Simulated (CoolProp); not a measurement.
1,2-dichloroethane along the isotherm 500 K: density (kg/m³) from the reference equation and from simpler models built on Tc = 561.6 K, pc = 52.26 bar, ω = 0.269; each cubic takes its own stable root.

The numbers come from the reference Helmholtz-energy equation of state, Thol 2015 in CoolProp.

```
p (bar)   phase  reference
-------  ------  ---------
40.2     liquid      882.3
80.4     liquid      909.1
121      liquid      930.1
161      liquid      947.3
201      liquid      962.1
241      liquid      975.3
281      liquid      987.1
322      liquid      998.2
362      liquid       1008
402      liquid       1017
442      liquid       1026
482      liquid       1034
523      liquid       1042
```

### Question
How far does each simpler model (van der Waals, Soave-Redlich-Kwong, Peng-Robinson) lie from the reference over these 13 states: mean and median of the absolute difference, and the worst?

### Answer
- van der Waals: mean 34.7 %, median 33.7 %, worst -41.6 % at 500 K and 40.2 bar
- Soave-Redlich-Kwong: mean 11.0 %, median 10.3 %, worst -16.3 % at 500 K and 40.2 bar
- Peng-Robinson: mean 1.7 %, median 1.5 %, worst -5.3 % at 500 K and 40.2 bar
